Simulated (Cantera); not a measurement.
Charge: 1 mol Si, 0.001 mol H2O, 62 mol H2, held at 1448 K.

Method: chemical equilibrium by Gibbs-energy minimisation in Cantera with the NASA 1993 tables (ideal gas, pure condensed phases). Candidate condensed phases: H2O, Si, SiO2; 18 gas species. Rates play no part.

log p: log10 of the partial pressure in bar; n: condensed amount in mol.

| P (Pa) | log p H2 | log p H | log p Si | log p SiO | log p SiH | log p SiH4 | n Si(s) |
|---|---|---|---|---|---|---|---|
| 0.100 | -6.01 | ? | -8.53 | -10.80 | -10.93 | <-18 | 0.815 |
| 0.600 | -5.22 | ? | -8.53 | -10.02 | -10.54 | -16.46 | 0.968 |
| 3.60 | -4.44 | ? | -8.53 | -9.24 | -10.15 | -14.91 | 0.994 |
| 22 | -3.66 | ? | -8.53 | -8.45 | -9.76 | -13.33 | 0.998 |
| 130 | -2.89 | ? | -8.53 | -7.68 | -9.37 | -11.79 | 0.999 |
| 770 | -2.11 | ? | -8.53 | -6.91 | -8.99 | -10.24 | 0.999 |
| 4600 | -1.34 | ? | -8.53 | -6.13 | -8.60 | -8.69 | 0.999 |
| 28000 | -0.55 | ? | -8.53 | -5.35 | -8.21 | -7.12 | 0.999 |
| 170000 | 0.23 | ? | -8.53 | -4.57 | -7.82 | -5.56 | 0.999 |
| 1000000 | 1.00 | ? | -8.53 | -3.83 | -7.43 | -4.02 | 0.998 |

Problem. What belongs in the gaps?

Solution. 
- 0.100, log p H: -8.04
- 0.600, log p H: -7.65
- 3.60, log p H: -7.26
- 22, log p H: -6.86
- 130, log p H: -6.48
- 770, log p H: -6.09
- 4600, log p H: -5.70
- 28000, log p H: -5.31
- 170000, log p H: -4.92
- 1000000, log p H: -4.54
